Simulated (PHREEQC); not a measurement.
0.041 g of hydrous ferric oxide (600 m²/g; 0.2 weak and 0.005 strong sites per Fe, Dzombak-Morel constants, diffuse double layer) in 1 kg of water with 0.005 mol/kgw of an inert sodium salt and 0.039 mmol/kgw NaF, at 25 °C; the pH is set by adding NaOH or the inert anion's acid. O2 is buffered at 0.21 atm. No CO2 enters from the air. Nothing may precipitate in this run.

The series has 17 steps of pH, from 4 to 10.

The numbers come from PHREEQC with the ion-association model, wateq4f.dat.

### Question
Near which pH is half of the F sorbed, and on which side is more sorbed?

### Answer
Near pH 4.6, with more sorbed at lower pH.

Complexes and solids missing from the database can't appear.
